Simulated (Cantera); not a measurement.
Charge: 1 mol SiH₂Cl₂, 36 mol N₂O, 140 mol N₂, 0.013 mol HF, held at 1.33 mbar.

Equilibrium computed with Cantera from the NASA thermochemical tables; the gas is ideal and each condensed phase is pure. Candidate condensed phases: H₂O, NH₄Cl, Si, SiO₂, Si₂N₂O, Si₃N₄; 72 gas species. The tables hold silica as quartz up to 1696 K and as liquid above; real silica turns to tridymite and cristobalite and melts near 1996 K. The numbers say what is thermodynamically allowed, not how fast it happens.

Problem. What share of the Si ends up in condensed phases as a function of T (K), at 1550, 1600, 1650, 1700, 1750, 1800, 1850, 1900, 1950, 2000, 2050, 2100?

Solution. 
```
T (K)  Si condensed (%)               as
-----  ----------------  ---------------
1550              100.0   SiO₂(β-quartz)
1600              100.0   SiO₂(β-quartz)
1650              100.0   SiO₂(β-quartz)
1700              100.0  SiO₂(condensed)
1750               99.9  SiO₂(condensed)
1800               99.8  SiO₂(condensed)
1850               99.1  SiO₂(condensed)
1900               96.9  SiO₂(condensed)
1950               89.5  SiO₂(condensed)
2000               66.6          SiO₂(l)
2050                0.0                -
2100                0.0                -
```
